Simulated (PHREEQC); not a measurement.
Solution (20 °C): 0.046 mol HF, 0.00032 mol NaF, 0.0041 mol (NH4)2SiF6 and 0.049 mol H3PO4 per kg of water. Closed to the air; pH follows from the charge balance.

Equilibrium calculation in PHREEQC: ion-association model, phreeqc.dat.

Each row changes one thing in this solution. This is a speciation only: nothing precipitates in the calculation.

```tsv
case	pH	ionic strength (mol/kgw)	HF (mol/kgw)	H3PO4 (mol/kgw)	H2PO4- (mol/kgw)	F- (mol/kgw)	SI of Quartz (SiO2)
as made	1.78	0.0316	0.0433	0.0324	0.0166	0.00228	-5.57
(NH4)2SiF6 replaced by K2SiO3 at the same molality	1.80	0.0307	0.0204	0.0319	0.0171	0.00113	-3.65
H3PO4 replaced by NaH2PO4 at the same molality	2.62	0.0643	0.0313	0.0104	0.0386	0.0120	-6.50
HF from 0.046 to 0.23 mol/kgw	1.63	0.0397	0.210	0.0358	0.0132	0.00798	-9.42
diluted 10-fold with water	2.42	0.00532	0.00383	0.00160	0.00330	0.000798	-1.37
temperature from 20 to 35 °C	___	___	0.0437	0.0334	0.0156	0.00190	-4.58
```

**Question.** Fill in the missing entries.

**Answer.** 
- temperature from 20 to 35 °C, pH: 1.82
- temperature from 20 to 35 °C, ionic strength (mol/kgw): 0.0301

SiF6-2 is the database's only silicon fluoride.
